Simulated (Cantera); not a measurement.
# Ignition delay

Mixture: 29.6 % H2, 14.8 % O2, 55.6 % N2, at 1500000 Pa, adiabatic and at constant volume. Ignition delay is the time to a rise of 400 K.

Computed with Cantera and the H2/O2 subset of GRI-Mech 3.0, which has no nitrogen chemistry. The hydrogen kinetics of GRI-Mech 3.0 are dated; newer H2 mechanisms differ, most at raised pressure. The pressure lies above the range GRI-Mech 3.0 was tuned for (to about 10 atm).

```tsv
T0 (K)	delay (ms)
1100	0.794
1175	0.172
1250	0.0301
1325	0.00430
1400	0.00183
1475	0.00114
```
